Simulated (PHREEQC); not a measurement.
Make-up at 25 °C: 0.055 mol CuCl2 per kg of water. It is in equilibrium with CO2 at log p = -3.4 (atm). Otherwise closed; pH follows from the charge balance.

All values are PHREEQC results (ion-association model, phreeqc.dat), not measurements.

| quantity | before | after |
|---|---|---|
| pH | 4.37 | 4.23 |
| CO2 (mol/kgw) | 1.31e-5 | 1.26e-5 |
| HCO3- (mol/kgw) | 1.85e-7 | 1.42e-7 |

Problem. What was changed between the two runs?
(A) temperature from 25 to 50 °C
(B) temperature from 25 to 40 °C
(C) diluted 100-fold with water
(D) CuCl2 replaced by KCl at the same molality
(E) CuCl2 from 0.055 to 0.11 mol/kgw

Solution. E, CuCl2 from 0.055 to 0.11 mol/kgw

This is a speciation only: nothing precipitates in the calculation.
